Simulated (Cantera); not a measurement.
Input: 1 mol BN, 1.3 mol F2, 0.51 mol H2, held at 1498.15 K and 0.0100 bar.

Method: chemical equilibrium by Gibbs-energy minimisation in Cantera with the NASA 1993 tables (ideal gas, pure condensed phases). Candidate condensed phases: B, BN; 31 gas species. The tables' values for BF2 are old estimates; treat these amounts as uncertain. Kinetics and transport are ignored.

Base state: BF3 0.463, H2 0.264, N2 0.235, HF 0.0318, BF2 0.00384, BHF2 0.00290, H 8.84e-5, BF 8.83e-5 (mole fractions); condensed: BN(s).

**Question.** What changes in the equilibrium state with this change: F2 from 1.3 to 1.8 mol?

**Answer.** 
```
species      before     after
----------  -------  --------
BF3           0.463     0.432
HF           0.0318     0.260
N2            0.235     0.216
H2            0.264    0.0906
BF          8.83e-5   4.25e-7
BHF2        0.00290  0.000114
BF2         0.00384  0.000258
BN(s), mol    0.148         0
```

**Question.** What changes in the equilibrium state with this change: F2 from 1.3 to 4.8 mol?

**Answer.** 
| species | before | after |
|---|---|---|
| F | <1e-9 | 0.688 |
| HF | 0.0318 | 0.126 |
| BF3 | 0.463 | 0.124 |
| H2 | 0.264 | <1e-9 |
| N2 | 0.235 | 0.0618 |
| BF2 | 0.00384 | <1e-9 |
| BHF2 | 0.00290 | <1e-9 |
| F2 | <1e-9 | 0.000648 |
| H | 8.84e-5 | <1e-9 |
| BF | 8.83e-5 | <1e-9 |
| BN(s), mol | 0.148 | 0 |
